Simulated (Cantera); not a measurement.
Input: 1 mol PbO, 2.3 mol CO, 15 mol H₂, equilibrated at 338 Torr.

Equilibrium computed with Cantera from the NASA thermochemical tables; the gas is ideal and each condensed phase is pure. Candidate condensed phases: C, C₆H₆, C₇H₈, C₈H₁₈, H₂O, Pb, PbO, PbO₂, Pb₃O₄; 113 gas species. Kinetics and transport are ignored.

Problem. Which condensed phases are stable at each of these points (T (K)): 848, 948, 1048, 1148, 1248, 1348, 1448, 1548, 1648?

Solution. 
```tsv
T (K)	condensed phases	Pb condensed (%)
848	Pb(l)	100.0
948	Pb(l)	100.0
1048	Pb(l)	99.8
1148	Pb(l)	98.9
1248	Pb(l)	95.0
1348	Pb(l)	81.4
1448	Pb(l)	42.0
1548	gas only	0.0
1648	gas only	0.0
```

From 848 K to 1448 K the condensed part is Pb(l). From 1548 K to 1648 K nothing is condensed.
